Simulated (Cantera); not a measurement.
Feed: 1 mol HF, 0.61 mol O₂, 2.3 mol H₂, held at 3350 K and 120 bar.

Equilibrium computed with Cantera from the NASA thermochemical tables; the gas is ideal and each condensed phase is pure. The ideal-gas law is rough above about 30 bar. Kinetics and transport are ignored.

```csv
species,before,after
H,0.0213,0.438
HF,0.298,0.186
H₂,0.317,0.149
H₂O,0.353,0.0475
O,0.000396,0.102
O₂,0.000171,0.0127
OH,0.0100,0.0590
H₂F₂,5.20e-5,2.26e-8
F,0.000218,0.00598
```
Gas species are given as mole fractions.

Name the change that produced these shifts.
A) pressure from 120 bar to 68.0 bar
B) O₂ from 0.61 to 0.021 mol
C) pressure from 120 bar to 0.133 bar
D) temperature from 3350 K to 1675 K

C, pressure from 120 bar to 0.133 bar
